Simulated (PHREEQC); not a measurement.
**Acid mine or pickling water (model solution)**

Model water analysis in mg/L, 20 °C, pH 3.39, pe 11.1: Na 276; K 67.8; Ca 100; Mg 101; Cl 187; S(6) as SO4 1120; Cu(2) 0.183; Pb 2.23; Fe(3) 2.94; Sr 4.31.

Cl is adjusted to close the charge balance.
Valence states are taken as typed.

Equilibrium calculation in PHREEQC: ion-association model, wateq4f.dat.

```json
{
  "ionic_strength": "0.0367 mol/kgw",
  "total_alkalinity": "-0.747 meq/kg"
}
```

```tsv
species	molality	activity	log γ
Na+	0.0118	0.00991	-0.075
SO4-2	0.00900	0.00455	-0.297
Cl-	0.00465	0.00388	-0.079
Mg+2	0.00280	0.00147	-0.281
Ca+2	0.00173	0.000891	-0.289
K+	0.00169	0.00141	-0.079
MgSO4	0.00136	0.00137	0.004
CaSO4	0.000764	0.000771	0.004
H+	0.000470	0.000407	-0.062
NaSO4-	0.000258	0.000219	-0.072
HSO4-	0.000192	0.000162	-0.076
KSO4-	4.86e-5	4.11e-5	-0.072
Sr+2	3.45e-5	1.78e-5	-0.287
```

No solid was allowed to form. The solution is supersaturated, for example in Jarosite-K, Hematite (slow to form), so a real one may precipitate; this is no full list.
